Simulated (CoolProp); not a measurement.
Properties of CH2F2 (R32) along the isotherm 368.9 K.

Computed with CoolProp (reference Helmholtz-energy equation of state, Tillner-Roth 1997).

```json
[
 {"p (bar)": "0.274", "phase": "gas", "density (kg/m³)": "0.4655", "isothermal compressibility (1/MPa)": "36.55", "conductivity (mW/(m K))": "19.6", "Prandtl number": "0.790"},
 {"p (bar)": "0.427", "phase": "gas", "density (kg/m³)": "0.7260", "isothermal compressibility (1/MPa)": "23.48", "conductivity (mW/(m K))": "19.6", "Prandtl number": "0.790"},
 {"p (bar)": "0.665", "phase": "gas", "density (kg/m³)": "1.132", "isothermal compressibility (1/MPa)": "15.09", "conductivity (mW/(m K))": "19.6", "Prandtl number": "0.790"},
 {"p (bar)": "1.04", "phase": "gas", "density (kg/m³)": "1.774", "isothermal compressibility (1/MPa)": "9.672", "conductivity (mW/(m K))": "19.7", "Prandtl number": "0.791"},
 {"p (bar)": "1.61", "phase": "gas", "density (kg/m³)": "2.756", "isothermal compressibility (1/MPa)": "6.269", "conductivity (mW/(m K))": "19.8", "Prandtl number": "0.791"},
 {"p (bar)": "2.51", "phase": "gas", "density (kg/m³)": "4.319", "isothermal compressibility (1/MPa)": "4.042", "conductivity (mW/(m K))": "19.9", "Prandtl number": "0.793"},
 {"p (bar)": "3.91", "phase": "gas", "density (kg/m³)": "6.783", "isothermal compressibility (1/MPa)": "2.616", "conductivity (mW/(m K))": "20.1", "Prandtl number": "0.795"},
 {"p (bar)": "6.09", "phase": "gas", "density (kg/m³)": "10.70", "isothermal compressibility (1/MPa)": "___", "conductivity (mW/(m K))": "___", "Prandtl number": "0.799"},
 {"p (bar)": "9.48", "phase": "gas", "density (kg/m³)": "17.01", "isothermal compressibility (1/MPa)": "1.118", "conductivity (mW/(m K))": "20.9", "Prandtl number": "0.807"},
 {"p (bar)": "14.8", "phase": "gas", "density (kg/m³)": "27.49", "isothermal compressibility (1/MPa)": "0.7427", "conductivity (mW/(m K))": "___", "Prandtl number": "0.823"},
 {"p (bar)": "23", "phase": "gas", "density (kg/m³)": "45.28", "isothermal compressibility (1/MPa)": "0.5100", "conductivity (mW/(m K))": "23.0", "Prandtl number": "0.857"},
 {"p (bar)": "35.8", "phase": "gas", "density (kg/m³)": "78.43", "isothermal compressibility (1/MPa)": "___", "conductivity (mW/(m K))": "___", "Prandtl number": "0.944"},
 {"p (bar)": "55.7", "phase": "gas", "density (kg/m³)": "154.5", "isothermal compressibility (1/MPa)": "0.3343", "conductivity (mW/(m K))": "33.9", "Prandtl number": "1.25"},
 {"p (bar)": "86.7", "phase": "supercritical", "density (kg/m³)": "521.9", "isothermal compressibility (1/MPa)": "___", "conductivity (mW/(m K))": "76.2", "Prandtl number": "2.98"}
]
```

### Question
Some entries are withheld; supply them.

### Answer

- 6.09, isothermal compressibility (1/MPa): 1.702
- 6.09, conductivity (mW/(m K)): 20.4
- 14.8, conductivity (mW/(m K)): 21.7
- 35.8, isothermal compressibility (1/MPa): 0.3727
- 35.8, conductivity (mW/(m K)): 25.7
- 86.7, isothermal compressibility (1/MPa): 0.2095

Viscosity comes from a separate model (Bell 2016), an estimate that may be off by 10 % or more. Thermal conductivity comes from a separate model (Huber 2003), an estimate that may be off by 10 % or more.
